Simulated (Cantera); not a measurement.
Feed: 1 mol CaCO3, 0.11 mol CO2, 15 mol O2, held at 1677 °C and 460 Pa.

Cantera equilibrium calculation (NASA polynomials, part measured and part estimated; ideal gas, pure solids and liquids). Candidate condensed phases: C, Ca, CaCO3, CaO; 15 gas species. Kinetics and transport are ignored.

Base state: O2 0.925, CO2 0.0678, O 0.00640, CO 0.000895 (mole fractions); condensed: CaO(s).

Q: What changes in the equilibrium state with this change: O2 from 15 to 0.012 mol?

A: 
| species | before | after |
|---|---|---|
| CO2 | 0.0678 | 0.902 |
| CO | 0.000895 | 0.0581 |
| O2 | 0.925 | 0.0388 |
| O | 0.00640 | 0.00131 |
| CaO(s), mol | 1.000 | 1.00 |
